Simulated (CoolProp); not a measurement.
Computed with CoolProp (reference Helmholtz-energy equation of state, Lemmon 2005). It is a short technical equation, of lower accuracy than the large ones.

Q: For 1-butene, give the phase and the cp (kJ/(kg K)), speed of sound (m/s), isothermal compressibility (1/MPa), expansivity (1/kK) at 293.6 K and 1180 kPa; 373.1 K and 1180 kPa.

A: 
- 293.6 K and 1180 kPa: liquid; cp 2.28, speed of sound 915, isothermal compressibility 0.00293, expansivity 2.07
- 373.1 K and 1180 kPa: gas; cp 2.10, speed of sound 209, isothermal compressibility 1.06, expansivity 5.00
